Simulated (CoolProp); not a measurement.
Toluene along the isobar 0.101 MPa: density (kg/m³) from the reference equation and from simpler models built on Tc = 318.6 °C, pc = 4.126 MPa, ω = 0.266; each cubic takes its own stable root.

Computed with CoolProp (reference Helmholtz-energy equation of state, Lemmon 2006). It is a short technical equation, of lower accuracy than the large ones.

| T (°C) | phase | reference | Redlich-Kwong | Soave-Redlich-Kwong | Peng-Robinson |
|---|---|---|---|---|---|
| -56.25 | liquid | 937.6 | 807.5 | 815.8 | 914.1 |
| -14.25 | liquid | 898.6 | 779.8 | 792.5 | 889.7 |
| 27.75 | liquid | 859.7 | 748.4 | 765.5 | 861.2 |
| 69.75 | liquid | 819.8 | 712.5 | 733.9 | 827.7 |
| 111.75 | gas | 3.029 | 2.992 | 3.003 | 3.007 |
| 153.75 | gas | 2.696 | 2.678 | 2.684 | 2.688 |
| 195.75 | gas | 2.435 | 2.426 | 2.430 | 2.433 |
| 237.75 | gas | 2.224 | 2.219 | 2.221 | 2.223 |
